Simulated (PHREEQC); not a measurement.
Dissolve 0.0077 mol/kgw HCl, 0.0054 mol/kgw CuSO4 and 0.16 mol/kgw Na2SO4 at 25 °C. Closed to the air; pH follows from the charge balance.

Equilibrium calculation in PHREEQC: ion-association model, phreeqc.dat.

```tsv
quantity	before	after
pH	2.79	3.22
ionic strength (mol/kgw)	0.409	0.0916
Na+ (mol/kgw)	0.282	0.0607
SO4-2 (mol/kgw)	0.119	0.0284
NaSO4- (mol/kgw)	0.0382	0.00331
HSO4- (mol/kgw)	0.00562	0.000813
SI of Halite (NaCl)	-4.55	-5.81
```

**Question.** Which change was made?
A) CuSO4 from 0.0054 to 0.054 mol/kgw
B) diluted 5-fold with water
C) HCl replaced by FeCl3 at the same molality
D) 0.17 mol/kgw CuCl2 added
E) HCl from 0.0077 to 0.077 mol/kgw

**Answer.** B, diluted 5-fold with water

This is a speciation only: nothing precipitates in the calculation.
